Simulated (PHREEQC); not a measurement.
A made-up water analysis in mg/kgw, 25 °C, pH 3.02, pe 8.6:

| constituent | mg/kgw |
|---|---|
| Na | 117 |
| K | 2.32 |
| Ca | 9.23 |
| Mg | 44.8 |
| Cl | 77.5 |
| S(6) as SO4 | 446 |
| Mn(2) | 2.01 |
| Li | 0.0179 |

Valence states are taken as typed.

Equilibrium calculation in PHREEQC: ion-association model, wateq4f.dat.

```json
[
 {"quantity": "ionic strength (mol/kgw)", "before": "0.0151", "after": "0.0283"},
 {"quantity": "SO4-2 (mol/kgw)", "before": "0.00380", "after": "0.00727"},
 {"quantity": "Mg+2 (mol/kgw)", "before": "0.00137", "after": "0.00245"},
 {"quantity": "HSO4- (mol/kgw)", "before": "0.000247", "after": "0.000425"},
 {"quantity": "Ca+2 (mol/kgw)", "before": "0.000178", "after": "0.000324"},
 {"quantity": "Mn+2 (mol/kgw)", "before": "2.89e-5", "after": "5.26e-5"},
 {"quantity": "SI of Gypsum (CaSO4:2H2O)", "before": "-2.00", "after": "-1.58"},
 {"quantity": "SI of Epsomite (MgSO4:7H2O)", "before": "-3.55", "after": "-3.14"}
]
```

Name the change that produced these shifts.
A) S(6) from 446 to 1340 mg/kgw
B) temperature from 25 to 35 °C at the same typed pH
C) all concentrations times 2 at the same typed pH

C, all concentrations times 2 at the same typed pH

This is a speciation only: nothing precipitates in the calculation.
